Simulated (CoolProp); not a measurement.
Vapour-liquid equilibrium of dimethyl ether (1) + n-butane (2) at 1.85 MPa; x and y are mole fractions of (1).

The numbers come from the multi-fluid Helmholtz-energy mixture model, Wu 2011 and Bücker 2006; pair parameters Bell 2016 in CoolProp.

```json
[
 {"x": "0.05", "bubble temperature, mixture model (°C)": "106.2", "bubble temperature, Raoult's law (°C)": "107.2", "y, mixture model": "0.092", "y, Raoult's law": "0.101"},
 {"x": "0.125", "bubble temperature, mixture model (°C)": "100.8", "bubble temperature, Raoult's law (°C)": "103.0", "y, mixture model": "0.216", "y, Raoult's law": "0.235"},
 {"x": "0.2", "bubble temperature, mixture model (°C)": "96.2", "bubble temperature, Raoult's law (°C)": "99.2", "y, mixture model": "0.323", "y, Raoult's law": "0.350"},
 {"x": "0.275", "bubble temperature, mixture model (°C)": "92.1", "bubble temperature, Raoult's law (°C)": "95.7", "y, mixture model": "0.415", "y, Raoult's law": "0.451"},
 {"x": "0.35", "bubble temperature, mixture model (°C)": "88.5", "bubble temperature, Raoult's law (°C)": "92.4", "y, mixture model": "0.496", "y, Raoult's law": "0.539"},
 {"x": "0.425", "bubble temperature, mixture model (°C)": "85.4", "bubble temperature, Raoult's law (°C)": "89.3", "y, mixture model": "0.568", "y, Raoult's law": "0.617"},
 {"x": "0.5", "bubble temperature, mixture model (°C)": "82.7", "bubble temperature, Raoult's law (°C)": "86.5", "y, mixture model": "0.633", "y, Raoult's law": "0.686"},
 {"x": "0.575", "bubble temperature, mixture model (°C)": "80.3", "bubble temperature, Raoult's law (°C)": "83.8", "y, mixture model": "0.692", "y, Raoult's law": "0.748"},
 {"x": "0.65", "bubble temperature, mixture model (°C)": "78.2", "bubble temperature, Raoult's law (°C)": "81.2", "y, mixture model": "0.748", "y, Raoult's law": "0.803"},
 {"x": "0.725", "bubble temperature, mixture model (°C)": "76.3", "bubble temperature, Raoult's law (°C)": "78.8", "y, mixture model": "0.801", "y, Raoult's law": "0.853"},
 {"x": "0.8", "bubble temperature, mixture model (°C)": "74.6", "bubble temperature, Raoult's law (°C)": "76.6", "y, mixture model": "0.854", "y, Raoult's law": "0.899"},
 {"x": "0.875", "bubble temperature, mixture model (°C)": "73.2", "bubble temperature, Raoult's law (°C)": "74.4", "y, mixture model": "0.907", "y, Raoult's law": "0.940"},
 {"x": "0.95", "bubble temperature, mixture model (°C)": "71.9", "bubble temperature, Raoult's law (°C)": "72.4", "y, mixture model": "0.962", "y, Raoult's law": "0.977"}
]
```

The largest gap from Raoult's law is -3.9 K in bubble temperature, at x = 0.425. No azeotrope shows between x = 0.05 and 0.95.

The pair parameters rest on a limited set of measurements; away from them the model extrapolates.
